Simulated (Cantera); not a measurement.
Input: 1 mol AlCl₃, 0.2 mol O₂, 150 mol N₂, 10 mol NH₃, at 190 Pa.

Equilibrium computed with Cantera from the NASA thermochemical tables; the gas is ideal and each condensed phase is pure. Candidate condensed phases: Al, AlCl₃, AlN, Al₂O₃, H₂O, NH₄Cl; 45 gas species. The tables' values for AlCl₂ are old estimates; treat these amounts as uncertain. Rates play no part. All values below are at 1677 °C.

Base state: N₂ 0.898, H₂ 0.0770, HCl 0.0121, H 0.00730, AlCl 0.00429, Cl 0.000861, H₂O 0.000213, Al 4.37e-5 (mole fractions); condensed: Al₂O₃(s).

Task: What changes in the equilibrium state with this change: pressure from 190 Pa to 6400 Pa?

Result: 
```csv
species,before,after
N₂,0.898,0.901
H₂,0.0770,0.0802
HCl,0.0121,0.0127
H,0.00730,0.00128
AlCl,0.00429,0.00404
AlCl₃,9.02e-7,3.00e-5
Al,4.37e-5,6.91e-6
"Al₂O₃(s), mol",0.119,0.129
```
